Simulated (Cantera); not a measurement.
Mixture: C₃H₈ : O₂ : N₂ = 1 : 2.94 : 11.1 (molar parts), equivalence ratio 1.7, at 5.00 bar, adiabatic and at constant pressure. Ignition delay is the time to a rise of 400 K.

Model: GRI-Mech 3.0 (53 species, 325 reactions), integrated in Cantera. GRI-Mech 3.0 was tuned for natural gas; its chemistry of propane as a main component is partial and can be far from experiment.

What does this change do: C3H8 1 to 0.66 parts?


```
quantity                                                before       after
--------------------------------------------------  ----------  ----------
delay at 1025 K                                        93.8 ms     88.9 ms
delay at 1175 K                                        4.55 ms     4.40 ms
delay at 1325 K                                       0.308 ms    0.300 ms
delay at 1475 K                                        41.1 µs     39.7 µs
delay at 1625 K                                        10.4 µs     9.98 µs
apparent activation energy between 1475 and 1625 K  180 kJ/mol  180 kJ/mol
```

What does this change do: 1.5 parts H2 added?


```json
[
 {"quantity": "delay at 1025 K", "before": "93.8 ms", "after": "6.41 ms"},
 {"quantity": "delay at 1175 K", "before": "4.55 ms", "after": "1.11 ms"},
 {"quantity": "delay at 1325 K", "before": "0.308 ms", "after": "0.174 ms"},
 {"quantity": "delay at 1475 K", "before": "41.1 µs", "after": "32.2 µs"},
 {"quantity": "delay at 1625 K", "before": "10.4 µs", "after": "9.24 µs"},
 {"quantity": "apparent activation energy between 1475 and 1625 K", "before": "180 kJ/mol", "after": "170 kJ/mol"}
]
```
